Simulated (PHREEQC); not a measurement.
0.41 g of hydrous ferric oxide (600 m²/g; 0.2 weak and 0.005 strong sites per Fe, Dzombak-Morel constants, diffuse double layer) in 1 kg of water with 0.3 mol/kgw of an inert sodium salt and 1.9e-06 mol/kgw CaCl2 and 1e-05 mol/kgw ZnCl2, at 25 °C; the pH is set by adding NaOH or the inert anion's acid. O2 is buffered at 0.21 atm. No CO2 enters from the air. No solid was allowed to form.

Base run: PHREEQC, ion-association model, wateq4f.dat. Each further column changes one thing. The table gives Ca sorbed (%).

| pH | base | no electrostatic term (-no_edl) | background salt from 0.3 to 0.03 mol/kgw | oxide from 0.41 to 2 g/kgw | 0.0043 mol/kgw CuCl2 added |
|---|---|---|---|---|---|
| 3 | 0.0 | 0.0 | 0.0 | 0.0 | 0.0 |
| 4 | 0.0 | 0.0 | 0.0 | 0.0 | 0.0 |
| 5 | 0.0 | 0.3 | 0.0 | 0.0 | 0.0 |
| 5.5 | 0.0 | (withheld) | 0.0 | 0.1 | 0.0 |
| 6.5 | 0.2 | (withheld) | 0.1 | 1.1 | 0.0 |
| 7.5 | 3.6 | (withheld) | 4.3 | (withheld) | 0.0 |
| 8.5 | 51.6 | (withheld) | 71.5 | 89.3 | 0.0 |
| 9 | 84.3 | 25.2 | 94.9 | 97.7 | 0.0 |
| 10 | 99.1 | 24.5 | 99.9 | 99.9 | (withheld) |
| 11 | 99.9 | 24.2 | 100.0 | 100.0 | 65.9 |

Task: What belongs in the gaps?

Result: 
- 5.5, no electrostatic term (-no_edl): 0.9
- 6.5, no electrostatic term (-no_edl): 5.0
- 7.5, no electrostatic term (-no_edl): 18.4
- 7.5, oxide from 0.41 to 2 g/kgw: 22.3
- 8.5, no electrostatic term (-no_edl): 25.1
- 10, 0.0043 mol/kgw CuCl2 added: 2.4

The oxide is taken as insoluble; below pH 4 it would dissolve. In at least one series the solution becomes supersaturated in solids that the run did not let form, among them Cu(OH)2, Atacamite, Zn(OH)2-e. The database's constant for dissolved Cu(OH)2 is higher than later reviews accept.
